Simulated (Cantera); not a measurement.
Input (Python, Cantera) and output of one run.

```python
import numpy as np
import cantera as ct

gas_names = """
    C CH CH2 CH3 CH2OH CH3O CH4 CH3OH CN CO CO2 COOH C2 C2H CHCO,ketyl C2H2,acetylene C2H2,vinylidene
    CH2CO,ketene C2H3,vinyl CH3CN CH3CO,acetyl C2H4 C2H4O,ethylen CH3CHO,ethanal CH3COOH (HCOOH)2 C2H5
    C2H6 CH3OCH3 C2H5OH CCN CNC C2N2 C2O C3 C3H3,propargyl C3H4,allene C3H4,propyne C3H4,cyclo-
    C3H5,allyl C3H6,propylene C3H6,cyclo- C3H6O C3H7,n-propyl C3H7,i-propyl C3H8 C3H8O,1propanol
    C3H8O,2propanol C3O2 C4 C4H2 C4H4,1,3-cyclo- C4H6,butadiene C4H6,2-butyne C4H6,cyclo- C4H8,1-butene
    C4H8,cis2-buten C4H8,tr2-butene C4H8,isobutene C4H8,cyclo- (CH3COOH)2 C4H9,n-butyl C4H9,i-butyl
    C4H9,s-butyl C4H9,t-butyl C4H10,isobutane C4H10,n-butane C4N2 C5 C5H6,1,3cyclo- C5H8,cyclo-
    C5H10,1-pentene C5H10,cyclo- C5H11,pentyl C5H11,t-pentyl C5H12,n-pentane C5H12,i-pentane
    CH3C(CH3)2CH3 C6H2 C6H5,phenyl C6H5O,phenoxy C6H6 C6H5OH,phenol C6H10,cyclo- C6H12,1-hexene
    C6H12,cyclo- C6H13,n-hexyl C7H7,benzyl C7H8 C7H8O,cresol C7H14,1-heptene C7H15,n-heptyl
    C7H16,n-heptane C8H8,styrene C8H10,ethylbenz C8H16,1-octene C8H17,n-octyl C8H18,isooctane
    C8H18,n-octane C9H19,n-nonyl C10H8,naphthale C10H21,n-decyl C12H9,o-bipheny C12H10,bipheny H HCN HCO
    HCCN HNC HNCO HNO HNO2 HNO3 HO2 H2 HCHO,formaldehy HCOOH H2O H2O2 N NCO NH NH2 NH3 NH2OH NO NO2 NO3
    N2 N2H2 N2H4 N2O O OH O2 O3
""".split()
cond_names = """
    C(gr) C6H6(L) C7H8(L) C8H18(L),n-octa H2O(s) H2O(L)
""".split()


def load(file, names, dense=False):
    # The tables refer to 1 bar. Condensed volumes are neglected.
    table = {s.name: s for s in ct.Species.list_from_file(file)}
    out = []
    for n in names:
        d = dict(table[n].input_data)
        d["thermo"] = dict(d["thermo"], **{"reference-pressure": 1e5})
        if dense:
            d["equation-of-state"] = {"model": "constant-volume", "density": "1e6 g/cm^3"}
        out.append(ct.Species.from_dict(d))
    return out


gas = ct.Solution(thermo="ideal-gas", species=load("nasa_gas.yaml", gas_names))
cond = {s.name: ct.Solution(thermo="fixed-stoichiometry", species=[s], name=s.name)
        for s in load("nasa_condensed.yaml", cond_names, dense=True)}
atoms = {
    'C2H4': {'C': 2, 'H': 4},
    'H2O': {'H': 2, 'O': 1},
    'N2': {'N': 2},
}
top_T = {'C(gr)': 4500}  # K; cautious upper limits of use, not melting points


def equilibrate(T, P, feed):
    n = {}
    for name, mol in feed.items():
        for a, k in atoms[name].items():
            n[a] = n.get(a, 0.0) + k * mol
    gas.TPX = T, P, n
    mass = sum(n.values()) * gas.mean_molecular_weight
    gas.equilibrate("TP")
    valid = [c for c in cond.values() if c.min_temp <= T <= top_T.get(c.name, c.max_temp)]
    mix = ct.Mixture([(gas, mass / gas.mean_molecular_weight)] + [(c, 0.0) for c in valid])
    mix.T, mix.P = T, P
    mix.equilibrate("TP", solver="vcs", rtol=1e-11, max_steps=5000)
    return mix


results = []
feed = {'C2H4': 1, 'H2O': 0.23, 'N2': 1.8}  # mol
T = 2898.15  # K
P = 26000  # Pa
mix = equilibrate(T, P, feed)
results.append((T, P, feed, dict(zip(mix.species_names, mix.species_moles))))
x = sorted(zip(gas.X, gas.species_names), reverse=True)
print(f"T = {T:g} K  P = {P:g} Pa  gas = {mix.phase_moles(0):.4g} mol")
print("   x: " + "  ".join(f"{s} {v:.3e}" for v, s in x if v > 0.0001))
print("   condensed (mol): " + ("  ".join(f"{mix.phase(i).name} {mix.phase_moles(i):.4g}"
      for i in range(1, mix.n_phases) if mix.phase_moles(i) > 1e-12) or "none"))
```

Result:

```
T = 2898.15 K  P = 26000 Pa  gas = 4.58 mol
   x: H2 3.662e-01  N2 3.564e-01  H 1.356e-01  HCN 6.023e-02  CO 5.022e-02  C2H2,acetylene 1.677e-02  HNC 1.046e-02  CN 2.082e-03  C2H 9.170e-04  C3 3.894e-04  C4H2 3.201e-04  C2N2 2.168e-04
   condensed (mol): C(gr) 1.26
```

These are equilibrium values from Cantera (NASA tables, ideal gas, pure condensed phases), not measurements of a reactor.
